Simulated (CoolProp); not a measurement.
A Linde-Hampson liquefier for carbon monoxide: isothermal reversible compression at 230 K from 1 atm to 40 MPa, throttling to 1 atm, return gas leaving the recuperator 0 K below the feed. Each further row changes one setting.

Model: reference Helmholtz-energy equation of state, Lemmon 2006, in CoolProp. It is a short technical equation, of lower accuracy than the large ones.

```csv
case,liquid yield per pass,compression work (kJ/kg of gas)
as stated,0.209,399
high pressure 80 MPa,0.156,[?]
warm-end temperature 260 K,0.156,[?]
warm-end gap 5 K,[?],399
```

Problem. Fill in the missing entries.

Solution. 
- high pressure 80 MPa, compression work (kJ/kg of gas): 472
- warm-end temperature 260 K, compression work (kJ/kg of gas): 460
- warm-end gap 5 K, liquid yield per pass: 0.197
